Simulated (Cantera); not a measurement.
What does this Cantera script print?

```python
import numpy as np
import cantera as ct

gas = ct.Solution("gri30.yaml")
gas.TPX = 2375, 20000, {'CH4': 0.014, 'H2': 1, 'H': 0.0021}
reactor = ct.IdealGasConstPressureReactor(gas, energy="off", clone=False)
net = ct.ReactorNet([reactor])
net.rtol, net.atol = 1e-08, 1e-18
show = ['CH4', 'H2', 'H', 'C2H6', 'C2H2', 'C2H4']
times = np.geomspace(2e-06, 20, 9)

steps = ct.SolutionArray(gas, extra=["t"])
rows = []
print(f"{'t/s':>10s}{'T/K':>9s}{'P/Pa':>11s}" + "".join(f"{s:>11s}" for s in show))
for t in times:
    while net.time < t:
        t_next = net.step()
        steps.append(gas.state, t=t_next)
    rows.append([np.interp(t, steps.t, y) for y in (steps.T, steps.P, *steps(*show).X.T)])
    print(f"{t:10.3e}{rows[-1][0]:9.1f}{rows[-1][1]:11.4g}" + "".join(f"{x:11.3e}" for x in rows[-1][2:]))
rate = np.gradient(steps.T, steps.t)
print("integrator steps:", len(steps.t))
if steps.T.max() > steps.T[0] + 200:
    print(f"time of steepest temperature rise: {steps.t[rate.argmax()]:.4e} s")
gas.TPX = 2375, 20000, {'CH4': 0.014, 'H2': 1, 'H': 0.0021}
gas.equilibrate("TP")
print(f"equilibrium (TP): T = {gas.T:.1f} K  " + "  ".join(f"{s} {gas[s].X[0]:.3e}" for s in show))
```

It prints:

```
       t/s      T/K       P/Pa        CH4         H2          H       C2H6       C2H2       C2H4
 2.000e-06   2375.0      2e+04  1.332e-02  9.844e-01  1.838e-03  4.429e-08  4.052e-09  1.422e-07
 1.500e-05   2375.0      2e+04  1.300e-02  9.833e-01  2.956e-03  2.213e-07  1.555e-06  3.913e-06
 1.125e-04   2375.0      2e+04  1.087e-02  9.762e-01  1.042e-02  9.827e-07  2.811e-04  3.707e-05
 8.434e-04   2375.0      2e+04  2.278e-03  9.685e-01  2.308e-02  1.010e-07  5.068e-03  7.655e-06
 6.325e-03   2375.0      2e+04  1.486e-04  9.638e-01  2.941e-02  5.412e-10  6.572e-03  1.564e-06
 4.743e-02   2375.0      2e+04  3.636e-05  9.621e-01  3.116e-02  3.860e-11  6.653e-03  1.478e-06
 3.557e-01   2375.0      2e+04  3.596e-05  9.621e-01  3.116e-02  3.786e-11  6.654e-03  1.478e-06
 2.667e+00   2375.0      2e+04  3.596e-05  9.621e-01  3.116e-02  3.786e-11  6.654e-03  1.478e-06
 2.000e+01   2375.0      2e+04  3.596e-05  9.621e-01  3.116e-02  3.786e-11  6.654e-03  1.478e-06
integrator steps: 1180
equilibrium (TP): T = 2375.0 K  CH4 3.620e-05  H2 9.621e-01  H 3.116e-02  C2H6 3.830e-11  C2H2 6.654e-03  C2H4 1.478e-06
```

Computed with Cantera and GRI-Mech 3.0 (53 species, 325 reactions). GRI-Mech 3.0 stops at C3 and has no aromatics, soot or wall deposition, so with more carbon than oxygen in the feed, carbon stays in small species such as C2H2 where larger ones or solid carbon would form.
